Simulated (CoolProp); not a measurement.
A simple Rankine cycle with o-xylene: condensing at 325.15 K, boiler at 0.137 MPa, turbine inlet 431.2 K, turbine efficiency 0.75, pump efficiency 0.8, no recuperator. Each further row changes one setting.

Computed with CoolProp (reference Helmholtz-energy equation of state, Zhou 2012).

```tsv
case	thermal efficiency (%)	net work (kJ/kg)	heat in (kJ/kg)	turbine exit temperature (K)	volume ratio over the turbine
as stated	14.8	81.4	550	376.6	33.7
turbine inlet 451.2 K	14.7	85.9	586	396.9	33.6
condensing temperature 317.15 K	15.9	89.6	565	371.1	49.3
boiler pressure 0.0959 MPa	13.5	74.6	553	382.6	23.5
turbine efficiency 0.65	12.8	70.6	550	383.6	34.3
```
